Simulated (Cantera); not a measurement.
Input: 1 mol (CH₃)₂SiCl₂, 0.019 mol C₂H₂, 20 mol H₂, equilibrated at 1500 K and 79.0 mbar.

Cantera equilibrium calculation (NASA polynomials, part measured and part estimated; ideal gas, pure solids and liquids). Candidate condensed phases: C, C₆H₆, C₇H₈, C₈H₁₈, Si, SiC; 109 gas species. The feed counts by its element totals alone. The tables' values for SiCl₃ are old estimates; treat these amounts as uncertain. Rates play no part.

Base state: H₂ 0.917, HCl 0.0829, SiCl₂ 0.000175, CH₄ 0.000171, H 6.00e-5, SiCl₃ 1.06e-5 (mole fractions); condensed: C(graphite) + SiC(s).

### Question
What changes in the equilibrium state with this change: temperature from 1500 K to 1100 K?

### Answer
```tsv
species	before	after
H₂	0.917	0.917
HCl	0.0829	0.0802
CH₄	0.000171	0.00238
SiCl₄	2.05e-6	0.000725
H	6.00e-5	8.81e-8
SiHCl₃	2.34e-6	0.000122
SiCl₂	0.000175	1.24e-5
C(graphite), mol	1.04	1.00
SiC(s), mol	0.995	0.979
```

### Question
What changes in the equilibrium state with this change: H₂ from 20 to 4.5 mol?

### Answer
```json
[
 {"species": "H₂", "before": "0.917", "after": "0.768"},
 {"species": "HCl", "before": "0.0829", "after": "0.230"},
 {"species": "SiCl₂", "before": "0.000175", "after": "0.00161"},
 {"species": "SiCl₄", "before": "2.05e-6", "after": "0.000173"},
 {"species": "SiCl₃", "before": "1.06e-5", "after": "0.000296"},
 {"species": "SiHCl₃", "before": "2.34e-6", "after": "5.97e-5"},
 {"species": "Cl", "before": "4.37e-6", "after": "1.32e-5"},
 {"species": "CH₄", "before": "0.000171", "after": "0.000120"},
 {"species": "C(graphite), mol", "before": "1.04", "after": "1.06"},
 {"species": "SiC(s), mol", "before": "0.995", "after": "0.982"}
]
```

### Question
What changes in the equilibrium state with this change: H₂ from 20 to 2.9 mol?

### Answer
| species | before | after |
|---|---|---|
| H₂ | 0.917 | 0.716 |
| HCl | 0.0829 | 0.280 |
| SiCl₂ | 0.000175 | 0.00257 |
| SiCl₄ | 2.05e-6 | 0.000439 |
| SiCl₃ | 1.06e-5 | 0.000596 |
| C(graphite), mol | 1.04 | 1.06 |
| SiC(s), mol | 0.995 | 0.974 |
